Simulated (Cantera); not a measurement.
Cantera run:

```python
import numpy as np
import cantera as ct

gas_names = """
    H H2 N NH NH2 NH3 N2 N2H2 N2H4 Si SiH SiH2 SiH3 SiH4 SiN Si2 Si2N Si3
""".split()
cond_names = """
    Si(cr) Si(L) Si3N4(a)
""".split()


# ... load() reads the species with a 1 bar reference pressure and builds the phases ...
atoms = {
    'trisilylamine': {'Si': 3, 'N': 1, 'H': 9},
    'N2': {'N': 2},
}
top_T = {'Si3N4(a)': 2400}  # K; cautious upper limits of use, not melting points


# ... equilibrate(T, P, feed) seeds the gas with the atoms and calls Mixture.equilibrate('TP', solver="vcs", rtol=1e-11, max_steps=5000) ...
results = []
P = 21  # Pa
for T in [750, 850, 950, 1050, 1150, 1250, 1350, 1450, 1550, 1650, 1750]:
    for m in [1.3, 4.4, 7.5, 11, 14, 17, 20, 23, 26]:
        feed = {'trisilylamine': 1, 'N2': m}  # mol
        mix = equilibrate(T, P, feed)
        results.append((T, P, feed, dict(zip(mix.species_names, mix.species_moles))))

for T, P, feed, n in results:
    print(f"{T:7g} {feed['N2']:10.4g}  " + (" + ".join(c for c in cond_names if n.get(c, 0) > 1e-12) or "gas only"))
```

Output:

```
    750        1.3  Si(cr) + Si3N4(a)
    750        4.4  Si3N4(a)
    750        7.5  Si3N4(a)
    750         11  Si3N4(a)
    750         14  Si3N4(a)
    750         17  Si3N4(a)
    750         20  Si3N4(a)
    750         23  Si3N4(a)
    750         26  Si3N4(a)
    850        1.3  Si(cr) + Si3N4(a)
    850        4.4  Si3N4(a)
    850        7.5  Si3N4(a)
    850         11  Si3N4(a)
    850         14  Si3N4(a)
    850         17  Si3N4(a)
    850         20  Si3N4(a)
    850         23  Si3N4(a)
    850         26  Si3N4(a)
    950        1.3  Si(cr) + Si3N4(a)
    950        4.4  Si3N4(a)
    950        7.5  Si3N4(a)
    950         11  Si3N4(a)
    950         14  Si3N4(a)
    950         17  Si3N4(a)
    950         20  Si3N4(a)
    950         23  Si3N4(a)
    950         26  Si3N4(a)
   1050        1.3  Si(cr) + Si3N4(a)
   1050        4.4  Si3N4(a)
   1050        7.5  Si3N4(a)
   1050         11  Si3N4(a)
   1050         14  Si3N4(a)
   1050         17  Si3N4(a)
   1050         20  Si3N4(a)
   1050         23  Si3N4(a)
   1050         26  Si3N4(a)
   1150        1.3  Si(cr) + Si3N4(a)
   1150        4.4  Si3N4(a)
   1150        7.5  Si3N4(a)
   1150         11  Si3N4(a)
   1150         14  Si3N4(a)
   1150         17  Si3N4(a)
   1150         20  Si3N4(a)
   1150         23  Si3N4(a)
   1150         26  Si3N4(a)
   1250        1.3  Si(cr) + Si3N4(a)
   1250        4.4  Si3N4(a)
   1250        7.5  Si3N4(a)
   1250         11  Si3N4(a)
   1250         14  Si3N4(a)
   1250         17  Si3N4(a)
   1250         20  Si3N4(a)
   1250         23  Si3N4(a)
   1250         26  Si3N4(a)
   1350        1.3  Si(cr) + Si3N4(a)
   1350        4.4  Si3N4(a)
   1350        7.5  Si3N4(a)
   1350         11  Si3N4(a)
   1350         14  Si3N4(a)
   1350         17  Si3N4(a)
   1350         20  Si3N4(a)
   1350         23  Si3N4(a)
   1350         26  Si3N4(a)
   1450        1.3  Si(cr) + Si3N4(a)
   1450        4.4  Si3N4(a)
   1450        7.5  Si3N4(a)
   1450         11  Si3N4(a)
   1450         14  Si3N4(a)
   1450         17  Si3N4(a)
   1450         20  Si3N4(a)
   1450         23  Si3N4(a)
   1450         26  Si3N4(a)
   1550        1.3  Si(cr)
   1550        4.4  Si(cr)
   1550        7.5  Si(cr) + Si3N4(a)
   1550         11  Si3N4(a)
   1550         14  Si3N4(a)
   1550         17  Si3N4(a)
   1550         20  Si3N4(a)
   1550         23  Si3N4(a)
   1550         26  Si3N4(a)
   1650        1.3  Si(cr)
   1650        4.4  Si(cr)
   1650        7.5  Si(cr)
   1650         11  Si(cr)
   1650         14  Si(cr)
   1650         17  Si(cr)
   1650         20  Si(cr)
   1650         23  Si(cr)
   1650         26  Si(cr)
   1750        1.3  Si(L)
   1750        4.4  Si(L)
   1750        7.5  Si(L)
   1750         11  Si(L)
   1750         14  Si(L)
   1750         17  Si(L)
   1750         20  Si(L)
   1750         23  Si(L)
   1750         26  Si(L)
```

Cantera equilibrium calculation (NASA polynomials, part measured and part estimated; ideal gas, pure solids and liquids). The feed counts by its element totals alone. Mutual solubility and eutectic melting of coexisting phases are not modelled.
